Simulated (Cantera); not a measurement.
Charge: 1 mol Si, 1.3 mol HCl, 18 mol H2, 1.4 mol Cl2, held at 1273 K and 1.40 bar.

Cantera equilibrium calculation (NASA polynomials, part measured and part estimated; ideal gas, pure solids and liquids). Candidate condensed phases: Si; 19 gas species. The tables' values for SiCl3 are old estimates; treat these amounts as uncertain. Equilibrium is a limit: real reactors are often held back by kinetics, nucleation or transport.

Base state: H2 0.907, HCl 0.0437, SiCl4 0.0209, SiHCl3 0.0173, SiCl2 0.00544, SiCl3 0.00416, SiH2Cl2 0.00199, SiH3Cl 6.37e-5 (mole fractions); condensed: Si(s).

Q: What changes in the equilibrium state with this change: Si replaced by SiCl4?

A: 
```
species      before     after
----------  -------  --------
H2            0.907     0.757
HCl          0.0437     0.197
SiCl4        0.0209    0.0381
SiHCl3       0.0173   0.00585
SiH3Cl      6.37e-5   7.36e-7
SiH2Cl2     0.00199  0.000124
Si(s), mol   0.0105         0
```
